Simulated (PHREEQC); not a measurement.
Consider water at 25 °C with 0.004 mol/kgw CuSO4 and 0.00082 mol/kgw H2SO4. Closed to the air; pH follows from the charge balance.

Model: ion-association model, wateq4f.dat, run in PHREEQC.

| quantity | before | after |
|---|---|---|
| pH | 2.92 | 5.06 |
| ionic strength (mol/kgw) | 0.0142 | 0.0126 |
| SO4-2 (mol/kgw) | 0.00362 | 0.00316 |
| HSO4- (mol/kgw) | 0.000299 | 1.90e-6 |

### Question
Name the change that produced these shifts.
A. CuSO4 replaced by ZnSO4 at the same molality
B. diluted 2-fold with water
C. H2SO4 left out
D. diluted 100-fold with water
E. 0.00022 mol/kgw CO2 added

### Answer
C, H2SO4 left out

Precipitation was switched off in this run. Some of these states are supersaturated (in Brochantite, Antlerite, for instance).
